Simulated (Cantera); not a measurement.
A closed system holds: 1 mol C2H5OH, 12 mol H2, held at 2500 K and 0.100 bar.

These are equilibrium values from Cantera (NASA tables, ideal gas, pure condensed phases), not measurements of a reactor. Candidate condensed phases: C, C6H6, C7H8, C8H18, H2O; 110 gas species. Kinetics and transport are ignored.

Base state: H2 0.857, H 0.0736, CO 0.0602, C2H2 (acetylene) 0.00927, C2H 5.72e-5, C4H2 4.14e-5, CH3 1.70e-5, CH4 1.10e-5 (mole fractions); condensed: C(graphite).

Q: What changes in the equilibrium state with this change: temperature from 2500 K to 673.15 K?

A: 
```
species            before     after
----------------  -------  --------
H2                  0.857     0.770
CH4               1.10e-5     0.153
H2O               1.25e-7    0.0763
H                  0.0736     <1e-9
CO                 0.0602  0.000156
C2H2 (acetylene)  0.00927     <1e-9
CO2               1.42e-9  0.000189
C2H               5.72e-5     <1e-9
C(graphite), mol    0.686         0
```
